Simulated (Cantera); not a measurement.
A Cantera script and its output.

```python
import numpy as np
import cantera as ct

surf = ct.Interface("diamond.yaml", "diamond_100")
gas, bulk = surf.adjacent["gas"], surf.adjacent["diamond"]
k = surf.kinetics_species_index(bulk.species_names[0])
cover = ["c6HH", "c6H*", "c6*H", "c6**", "c6HM", "c6B"]

rows, drift = [], 0.0
print(f"{'xH':>10s}{'um/h':>11s}" + "".join(f"{s:>11s}" for s in cover))
for v in [0.0001, 0.00024, 0.00055, 0.0013, 0.0031, 0.0072, 0.017, 0.04, 0.095]:
    T, P, xH, xCH3 = 1200, 21000, v, 0.0013
    gas.TPX = T, P, {"H": xH, "CH3": xCH3, "CH4": 0.0095, "H2": 1 - xH - xCH3 - 0.0095}
    surf.TP = bulk.TP = T, P
    surf.coverages = "c6H*:0.1, c6HH:0.9"
    surf.advance_coverages(100.0)
    before = surf.coverages
    surf.advance_coverages(100.0)
    drift = max(drift, np.max(np.abs(surf.coverages - before) / (surf.coverages + 1e-9)))
    rate = surf.net_production_rates[k] * bulk.mean_molecular_weight / bulk.density * 3.6e9
    rows.append([rate, *surf[cover].coverages])
    print(f"{v:10.4g}{rate:11.4e}" + "".join(f"{x:11.3e}" for x in rows[-1][1:]))
```

Result:

```
        xH       um/h       c6HH       c6H*       c6*H       c6**       c6HM        c6B
    0.0001 5.2938e+00  5.686e-01  2.485e-02  3.181e-01  2.778e-03  4.403e-02  1.437e-08
   0.00024 1.4992e+01  4.815e-01  2.959e-02  3.787e-01  6.572e-03  5.451e-02  4.068e-08
   0.00055 3.5042e+01  4.358e-01  3.205e-02  4.101e-01  1.201e-02  5.992e-02  9.509e-08
    0.0013 7.3990e+01  4.158e-01  3.362e-02  4.297e-01  1.826e-02  5.782e-02  2.008e-07
    0.0031 1.3319e+02  4.138e-01  3.510e-02  4.477e-01  2.358e-02  4.608e-02  3.614e-07
    0.0072 1.9587e+02  4.202e-01  3.662e-02  4.646e-01  2.719e-02  3.003e-02  5.315e-07
     0.017 2.4596e+02  4.274e-01  3.810e-02  4.774e-01  2.948e-02  1.620e-02  6.674e-07
      0.04 2.7670e+02  4.320e-01  3.974e-02  4.841e-01  3.088e-02  7.792e-03  7.508e-07
     0.095 2.9545e+02  4.342e-01  4.246e-02  4.853e-01  3.203e-02  3.513e-03  8.017e-07
```

Detailed kinetics in Cantera: the Harris–Goodwin 1993 mechanism for the reconstructed diamond (100) surface.
